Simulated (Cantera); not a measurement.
**Gas-phase reforming**

An isothermal, constant-pressure homogeneous reactor starts with 16.9 % CH4, 83.1 % CO2, at 1550 K and 34000 Pa.

Cantera simulation using GRI-Mech 3.0 (53 species, 325 reactions); the numbers are that mechanism's predictions, not measurements.

| t (s) | x CH4 | x CO2 | x H2 | x CO | x CH2CO | x H2O | x OH |
|---|---|---|---|---|---|---|---|
| 6.00e-5 | 0.169 | 0.831 | 4.97e-6 | 3.06e-7 | <1e-12 | 3.03e-7 | 2.50e-9 |
| 0.000221 | 0.169 | 0.830 | 1.87e-5 | 1.16e-6 | <1e-12 | 1.15e-6 | 2.60e-9 |
| 0.000812 | 0.169 | 0.830 | 7.77e-5 | 5.12e-6 | 2.47e-12 | 4.83e-6 | 3.52e-9 |
| 0.00299 | 0.169 | 0.830 | 0.000446 | 3.62e-5 | 1.24e-10 | 2.98e-5 | 7.72e-9 |
| 0.0110 | 0.165 | 0.828 | 0.00353 | 0.000445 | 9.38e-9 | 0.000332 | 3.11e-8 |
| 0.0404 | 0.147 | 0.813 | 0.0200 | 0.00548 | 7.53e-7 | 0.00463 | 1.18e-7 |
| 0.149 | 0.108 | 0.750 | 0.0410 | 0.0395 | 9.23e-6 | 0.0361 | 3.15e-7 |
| 0.546 | 0.0439 | 0.596 | 0.0316 | 0.148 | 4.92e-5 | 0.131 | 9.08e-7 |
| 2.01 | 0.00938 | 0.453 | 0.0413 | 0.278 | 5.68e-5 | 0.178 | 1.62e-6 |
| 7.39 | 0.00516 | 0.360 | 0.0670 | 0.385 | 1.00e-5 | 0.174 | 1.17e-6 |
| 27.2 | 0.000590 | 0.324 | 0.0804 | 0.424 | 1.91e-7 | 0.172 | 1.00e-6 |
| 100 | 4.93e-9 | 0.322 | 0.0812 | 0.425 | <1e-12 | 0.172 | 1.10e-6 |
x: mole fraction; the columns are a selection and need not sum to one.

Equilibrium at this temperature and pressure: CH4 3.69e-10, CO2 0.322, H2 0.0812, CO 0.425, CH2CO <1e-12, H2O 0.172, OH 1.10e-6 (gas phase only).
